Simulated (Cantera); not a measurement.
An adiabatic, constant-volume homogeneous reactor starts with 24.3 % H₂, 9.36 % O₂, 66.3 % N₂, equivalence ratio 1.3, at 1600 K and 248 Torr.

Computed with Cantera and the H2/O2 subset of GRI-Mech 3.0, which has no nitrogen chemistry.

Task: Predict: time of steepest temperature rise; temperature at 0.200 s; equilibrium temperature; x(H₂) at 0.200 s; x(O₂) at 0.200 s; x(HO₂) at 0.200 s; x(H₂O₂) at 0.200 s; x(H₂O) at 0.200 s; x(OH) at 0.200 s; x(O) at 0.200 s.

Result: 
| Item | Value |
|---|---|
| time of steepest temperature rise | 41.8 µs |
| temperature at 0.200 s | 2753 K |
| equilibrium temperature | 2753 K |
| x(H₂) at 0.200 s | 0.0679 (gas-phase equilibrium 0.0679) |
| x(O₂) at 0.200 s | 0.00401 (gas-phase equilibrium 0.00401) |
| x(HO₂) at 0.200 s | 1.49e-6 (gas-phase equilibrium 1.49e-6) |
| x(H₂O₂) at 0.200 s | 9.15e-8 (gas-phase equilibrium 9.15e-8) |
| x(H₂O) at 0.200 s | 0.172 (gas-phase equilibrium 0.172) |
| x(OH) at 0.200 s | 0.0170 (gas-phase equilibrium 0.0170) |
| x(O) at 0.200 s | 0.00394 (gas-phase equilibrium 0.00394) |
